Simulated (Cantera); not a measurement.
Cantera run:

```python
import numpy as np
import cantera as ct

gas_names = """
    AL ALCL ALCL2 ALCL3 ALH ALN AL2 AL2CL6 CL CL2 H HCL H2 N NH NH2 NH3 N2 N2H2 N2H4
""".split()
cond_names = """
    AL(cr) AL(L) ALCL3(s) ALCL3(L) ALN(s) NH4CL(a) NH4CL(b)
""".split()


def load(file, names, dense=False):
    # The tables refer to 1 bar. Condensed volumes are neglected.
    table = {s.name: s for s in ct.Species.list_from_file(file)}
    out = []
    for n in names:
        d = dict(table[n].input_data)
        d["thermo"] = dict(d["thermo"], **{"reference-pressure": 1e5})
        if dense:
            d["equation-of-state"] = {"model": "constant-volume", "density": "1e6 g/cm^3"}
        out.append(ct.Species.from_dict(d))
    return out


gas = ct.Solution(thermo="ideal-gas", species=load("nasa_gas.yaml", gas_names))
cond = {s.name: ct.Solution(thermo="fixed-stoichiometry", species=[s], name=s.name)
        for s in load("nasa_condensed.yaml", cond_names, dense=True)}
atoms = {
    'Al': {'AL': 1},
    'HCl': {'H': 1, 'CL': 1},
    'H2': {'H': 2},
    'N2': {'N': 2},
}
top_T = {'ALN(s)': 2750}  # K; cautious upper limits of use, not melting points


def equilibrate(T, P, feed):
    n = {}
    for name, mol in feed.items():
        for a, k in atoms[name].items():
            n[a] = n.get(a, 0.0) + k * mol
    gas.TPX = T, P, n
    mass = sum(n.values()) * gas.mean_molecular_weight
    gas.equilibrate("TP")
    valid = [c for c in cond.values() if c.min_temp <= T <= top_T.get(c.name, c.max_temp)]
    mix = ct.Mixture([(gas, mass / gas.mean_molecular_weight)] + [(c, 0.0) for c in valid])
    mix.T, mix.P = T, P
    mix.equilibrate("TP", solver="vcs", rtol=1e-11, max_steps=5000)
    return mix


results = []
feed = {'Al': 1, 'HCl': 2.7, 'H2': 120, 'N2': 1.2}  # mol
T = 1923  # K
P = 100000  # Pa
mix = equilibrate(T, P, feed)
results.append((T, P, feed, dict(zip(mix.species_names, mix.species_moles))))
x = sorted(zip(gas.X, gas.species_names), reverse=True)
print(f"T = {T:g} K  P = {P:g} Pa  gas = {mix.phase_moles(0):.4g} mol")
print("   x: " + "  ".join(f"{s} {v:.3e}" for v, s in x if v > 0.001))
print("   condensed (mol): " + ("  ".join(f"{mix.phase(i).name} {mix.phase_moles(i):.4g}"
      for i in range(1, mix.n_phases) if mix.phase_moles(i) > 1e-12) or "none"))
```

Output:

```
T = 1923 K  P = 100000 Pa  gas = 124.4 mol
   x: H2 9.685e-01  HCL 1.291e-02  N2 9.644e-03  ALCL 7.368e-03
   condensed (mol): none
```

Equilibrium computed with Cantera from the NASA thermochemical tables; the gas is ideal and each condensed phase is pure. The tables' values for AlCl2 are old estimates; treat these amounts as uncertain.
